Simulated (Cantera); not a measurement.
Feed: 1 mol CH₃SiCl₃, 0.24 mol CH₄, 470 mol H₂, at 13300 Pa.

Method: chemical equilibrium by Gibbs-energy minimisation in Cantera with the NASA 1993 tables (ideal gas, pure condensed phases). Candidate condensed phases: C, C₆H₆, C₇H₈, C₈H₁₈, Si, SiC; 109 gas species. The feed counts by its element totals alone. The tables' values for SiCl are old estimates; treat these amounts as uncertain. Gases not in the tables: Si₂H₆ and higher silanes. Rates play no part.

log p: log10 of the partial pressure in bar; n: condensed amount in mol.

| T (°C) | log p H₂ | log p H | log p HCl | log p Si | log p C₂H₂ (acetylene) | n C(graphite) | n SiC(s) |
|---|---|---|---|---|---|---|---|
| 1352 | -0.88 | -4.59 | -3.07 | -8.73 | -5.33 | 0.115 | 0.999 |
| 1402 | -0.88 | -4.37 | -3.07 | -8.23 | -5.11 | 0.111 | 0.999 |
| 1452 | -0.88 | -4.17 | -3.07 | -7.77 | -4.91 | 0.0914 | 0.999 |
| 1502 | -0.88 | -3.98 | -3.07 | -7.33 | -4.72 | 0.0545 | 0.998 |
| 1552 | -0.88 | -3.80 | -3.07 | -6.91 | -4.56 | 0 | 0.997 |
| 1602 | -0.88 | -3.62 | -3.07 | -6.44 | -4.53 | 0 | 0.995 |
| 1652 | -0.88 | -3.46 | -3.08 | -6.00 | -4.50 | 0 | 0.990 |
| 1702 | -0.88 | ___ | -3.08 | ___ | -4.47 | 0 | 0.980 |
| 1752 | -0.88 | -3.16 | -3.08 | -5.20 | -4.43 | 0 | 0.959 |
| 1802 | -0.88 | ___ | -3.08 | ___ | ___ | 0 | 0.916 |
| 1852 | -0.88 | -2.88 | -3.08 | -4.53 | -4.27 | 0 | 0.835 |
| 1902 | -0.88 | -2.75 | -3.08 | -4.24 | -4.14 | 0 | 0.693 |
| 1952 | -0.89 | -2.63 | -3.09 | -3.98 | -3.99 | 0 | 0.453 |

Task: Fill in the missing entries.

Result: 
- 1802, log p H: -3.02
- 1802, log p Si: -4.85
- 1802, log p C₂H₂ (acetylene): -4.36
- 1702, log p H: -3.30
- 1702, log p Si: -5.59
